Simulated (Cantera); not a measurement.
A closed system holds: 1 mol SiH4, 2.8 mol NH3, equilibrated at 0.0975 Torr.

These are equilibrium values from Cantera (NASA tables, ideal gas, pure condensed phases), not measurements of a reactor. Candidate condensed phases: Si, Si3N4; 18 gas species. The tables' values for SiN are old estimates; treat these amounts as uncertain. Gases not in the tables: Si2H6 and higher silanes. Kinetics and transport are ignored.

x: gas mole fraction; n: condensed amount in mol.

| T (°C) | x H2 | x N2 | x Si | x H | x SiH | x Si2 | x Si2N | n Si3N4(s) | n Si(s) | n Si(l) |
|---|---|---|---|---|---|---|---|---|---|---|
| 1100 | 0.894 | 0.106 | 1.10e-6 | 0.000276 | 6.73e-8 | 1.92e-10 | [?] | 0.333 | 0 | 0 |
| 1150 | 0.894 | 0.106 | 9.23e-6 | 0.000551 | 4.46e-7 | 5.19e-9 | [?] | 0.333 | 0 | 0 |
| 1200 | 0.815 | 0.184 | 4.21e-5 | 0.00100 | 1.56e-6 | 4.43e-8 | [?] | 0 | 1.000 | 0 |
| 1250 | 0.814 | 0.184 | 0.000139 | 0.00183 | 4.17e-6 | 2.08e-7 | [?] | 0 | 0.999 | 0 |
| 1300 | 0.813 | 0.184 | 0.000423 | 0.00321 | 1.05e-5 | 8.88e-7 | [?] | 0 | 0.997 | 0 |
| 1350 | 0.810 | 0.183 | 0.00120 | 0.00546 | 2.48e-5 | 3.45e-6 | [?] | 0 | 0.990 | 0 |
| 1400 | 0.805 | 0.183 | 0.00321 | 0.00896 | 5.56e-5 | 1.24e-5 | [?] | 0 | 0.974 | 0 |
| 1450 | 0.796 | 0.181 | 0.00756 | 0.0143 | 0.000111 | 3.58e-5 | [?] | 0 | 0 | 0.939 |
| 1500 | 0.782 | 0.179 | 0.0164 | 0.0221 | 0.000204 | 9.11e-5 | [?] | 0 | 0 | 0.867 |
| 1550 | 0.757 | 0.175 | 0.0340 | 0.0331 | 0.000361 | 0.000220 | [?] | 0 | 0 | 0.718 |
| 1600 | 0.716 | 0.167 | 0.0678 | 0.0479 | 0.000610 | 0.000506 | [?] | 0 | 0 | 0.411 |
| 1650 | 0.664 | 0.157 | 0.109 | 0.0673 | 0.000830 | 0.000781 | [?] | 0 | 0 | 0 |
| 1700 | 0.640 | 0.155 | 0.109 | 0.0947 | 0.000718 | 0.000473 | [?] | 0 | 0 | 0 |

Q: Fill in the missing entries.

A: 
- 1100, x Si2N: 4.42e-9
- 1150, x Si2N: 6.65e-8
- 1200, x Si2N: 4.33e-7
- 1250, x Si2N: 1.22e-6
- 1300, x Si2N: 3.22e-6
- 1350, x Si2N: 7.98e-6
- 1400, x Si2N: 1.87e-5
- 1450, x Si2N: 3.62e-5
- 1500, x Si2N: 6.29e-5
- 1550, x Si2N: 0.000105
- 1600, x Si2N: 0.000169
- 1650, x Si2N: 0.000184
- 1700, x Si2N: 8.20e-5
